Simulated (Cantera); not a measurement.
Cantera run:

```python
import numpy as np
import cantera as ct

gas_names = """
    C CN CO CO2 C2 CCN CNC C2N2 C2O C3 C3O2 C4 C4N2 C5 N NCO NO NO2 NO3 N2 N2O O O2 O3 Pb PbO Pb2
""".split()
cond_names = """
    C(gr) Pb(cr) Pb(L) PbO(rd) PbO(yw) PbO(L) PbO2(s) Pb3O4(s)
""".split()


def load(file, names, dense=False):
    # The tables refer to 1 bar. Condensed volumes are neglected.
    table = {s.name: s for s in ct.Species.list_from_file(file)}
    out = []
    for n in names:
        d = dict(table[n].input_data)
        d["thermo"] = dict(d["thermo"], **{"reference-pressure": 1e5})
        if dense:
            d["equation-of-state"] = {"model": "constant-volume", "density": "1e6 g/cm^3"}
        out.append(ct.Species.from_dict(d))
    return out


gas = ct.Solution(thermo="ideal-gas", species=load("nasa_gas.yaml", gas_names))
cond = {s.name: ct.Solution(thermo="fixed-stoichiometry", species=[s], name=s.name)
        for s in load("nasa_condensed.yaml", cond_names, dense=True)}
atoms = {
    'PbO': {'Pb': 1, 'O': 1},
    'N2': {'N': 2},
    'CO': {'C': 1, 'O': 1},
}
top_T = {'C(gr)': 4500, 'Pb3O4(s)': 820}  # K; cautious upper limits of use, not melting points


def equilibrate(T, P, feed):
    n = {}
    for name, mol in feed.items():
        for a, k in atoms[name].items():
            n[a] = n.get(a, 0.0) + k * mol
    gas.TPX = T, P, n
    mass = sum(n.values()) * gas.mean_molecular_weight
    gas.equilibrate("TP")
    valid = [c for c in cond.values() if c.min_temp <= T <= top_T.get(c.name, c.max_temp)]
    mix = ct.Mixture([(gas, mass / gas.mean_molecular_weight)] + [(c, 0.0) for c in valid])
    mix.T, mix.P = T, P
    mix.equilibrate("TP", solver="vcs", rtol=1e-11, max_steps=5000)
    return mix


results = []
feed = {'PbO': 1, 'N2': 80, 'CO': 0.076}  # mol
T = 1373.15  # K
for P in [10, 68, 460, 3200, 22000, 150000, 1000000]:
    mix = equilibrate(T, P, feed)
    results.append((T, P, feed, dict(zip(mix.species_names, mix.species_moles))))
    x = sorted(zip(gas.X, gas.species_names), reverse=True)
    print(f"T = {T:g} K  P = {P:g} Pa  gas = {mix.phase_moles(0):.4g} mol")
    print("   x: " + "  ".join(f"{s} {v:.3e}" for v, s in x if v > 1e-06))
    print("   condensed (mol): " + ("  ".join(f"{mix.phase(i).name} {mix.phase_moles(i):.4g}"
          for i in range(1, mix.n_phases) if mix.phase_moles(i) > 1e-12) or "none"))
```

It prints:

```
T = 1373.15 K  P = 10 Pa  gas = 81.41 mol
   x: N2 9.826e-01  Pb 9.234e-03  O2 4.100e-03  PbO 3.049e-03  CO2 9.326e-04  NO 9.695e-05  O 3.956e-06
   condensed (mol): none
T = 1373.15 K  P = 68 Pa  gas = 81.33 mol
   x: N2 9.837e-01  Pb 7.069e-03  PbO 5.227e-03  O2 3.025e-03  CO2 9.341e-04  NO 8.332e-05  O 1.303e-06
   condensed (mol): none
T = 1373.15 K  P = 460 Pa  gas = 81.24 mol
   x: N2 9.848e-01  PbO 7.454e-03  Pb 4.856e-03  O2 1.927e-03  CO2 9.354e-04  NO 6.654e-05
   condensed (mol): none
T = 1373.15 K  P = 3200 Pa  gas = 81.16 mol
   x: N2 9.856e-01  PbO 9.233e-03  Pb 3.088e-03  O2 1.051e-03  CO2 9.363e-04  NO 4.916e-05
   condensed (mol): none
T = 1373.15 K  P = 22000 Pa  gas = 80.78 mol
   x: N2 9.903e-01  PbO 6.783e-03  Pb 1.590e-03  CO2 9.408e-04  O2 3.112e-04  NO 2.682e-05
   condensed (mol): PbO(L) 0.3236
T = 1373.15 K  P = 150000 Pa  gas = 80.23 mol
   x: N2 9.971e-01  PbO 9.949e-04  Pb 9.548e-04  CO2 9.470e-04  O2 2.722e-06  NO 2.517e-06
   condensed (mol): PbO(L) 0.8436
T = 1373.15 K  P = 1e+06 Pa  gas = 80.14 mol
   x: N2 9.983e-01  CO2 9.471e-04  Pb 6.426e-04  PbO 1.492e-04  CO 1.286e-06
   condensed (mol): Pb(L) 0.0244  PbO(L) 0.9121
```

Cantera equilibrium calculation (NASA polynomials, part measured and part estimated; ideal gas, pure solids and liquids). Each liquid is taken as pure. Mutual solubility and eutectic melting of coexisting phases are not modelled. Gases not in the tables: (PbO)n polymers.
